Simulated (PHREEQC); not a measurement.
3.9 g of hydrous ferric oxide (600 m²/g; 0.2 weak and 0.005 strong sites per Fe, Dzombak-Morel constants, diffuse double layer) in 1 kg of water with 0.1 mol/kgw of an inert sodium salt and 9e-06 mol/kgw SrCl2 and 4.7e-05 mol/kgw CuCl2, at 25 °C; the pH is set by adding NaOH or the inert anion's acid. Oxygen alone is held at its pressure in air (log pO2 = -0.68). CO2 from the air is kept out. No solid was allowed to form.

Base run: PHREEQC, ion-association model, wateq4f.dat. Each further column changes one thing. The table gives Sr sorbed (%).

```tsv
pH	base	no electrostatic term (-no_edl)	background salt from 0.1 to 0.01 mol/kgw	oxide from 3.9 to 20 g/kgw
3	0.0	0.0	0.0	0.0
3.75	0.0	0.2	0.0	0.0
4.88	0.0	2.7	0.0	0.1
5.62	0.1	13.1	0.0	0.6
6.38	1.1	43.7	0.7	6.3
7.12	12.0	73.8	12.0	45.6
8.25	89.8	84.5	94.1	98.3
9	99.3	78.3	99.7	99.9
```

The database's constant for dissolved Cu(OH)2 is higher than later reviews accept. The oxide is taken as insoluble; below pH 4 it would dissolve.
